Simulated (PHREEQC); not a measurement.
0.036 g of hydrous ferric oxide (600 m²/g; 0.2 weak and 0.005 strong sites per Fe, Dzombak-Morel constants, diffuse double layer) in 1 kg of water with 0.005 mol/kgw of an inert sodium salt and 0.00012 mol ZnCl2, at 25 °C; the pH is set by adding NaOH or the inert anion's acid. O2 is buffered at 0.21 atm. No CO2 enters from the air. Precipitation was switched off in this run.

Base run: PHREEQC, ion-association model, wateq4f.dat. Each further column changes one thing. The table gives surface charge σ (C/m²).

```json
[
 {"pH": "4", "base": "0.186", "background salt from 0.005 to 0.0005 mol/kgw": "0.112", "oxide from 0.036 to 0.18 g/kgw": "0.186", "0.00021 mol/kgw PbCl2 added": "0.193"},
 {"pH": "5.33", "base": "0.071", "background salt from 0.005 to 0.0005 mol/kgw": "0.035", "oxide from 0.036 to 0.18 g/kgw": "0.071", "0.00021 mol/kgw PbCl2 added": "0.086"},
 {"pH": "6.67", "base": "0.024", "background salt from 0.005 to 0.0005 mol/kgw": "___", "oxide from 0.036 to 0.18 g/kgw": "0.023", "0.00021 mol/kgw PbCl2 added": "0.083"},
 {"pH": "8", "base": "0.019", "background salt from 0.005 to 0.0005 mol/kgw": "0.008", "oxide from 0.036 to 0.18 g/kgw": "0.008", "0.00021 mol/kgw PbCl2 added": "___"},
 {"pH": "9.33", "base": "0.006", "background salt from 0.005 to 0.0005 mol/kgw": "0.002", "oxide from 0.036 to 0.18 g/kgw": "-0.005", "0.00021 mol/kgw PbCl2 added": "___"},
 {"pH": "10.67", "base": "-0.009", "background salt from 0.005 to 0.0005 mol/kgw": "-0.004", "oxide from 0.036 to 0.18 g/kgw": "___", "0.00021 mol/kgw PbCl2 added": "0.006"},
 {"pH": "12", "base": "-0.106", "background salt from 0.005 to 0.0005 mol/kgw": "-0.092", "oxide from 0.036 to 0.18 g/kgw": "-0.137", "0.00021 mol/kgw PbCl2 added": "-0.043"}
]
```

What belongs in the gaps?


- 6.67, background salt from 0.005 to 0.0005 mol/kgw: 0.010
- 8, 0.00021 mol/kgw PbCl2 added: 0.065
- 9.33, 0.00021 mol/kgw PbCl2 added: 0.027
- 10.67, oxide from 0.036 to 0.18 g/kgw: -0.030

In at least one series the solution becomes supersaturated in solids that the run did not let form, among them Zn(OH)2-e.
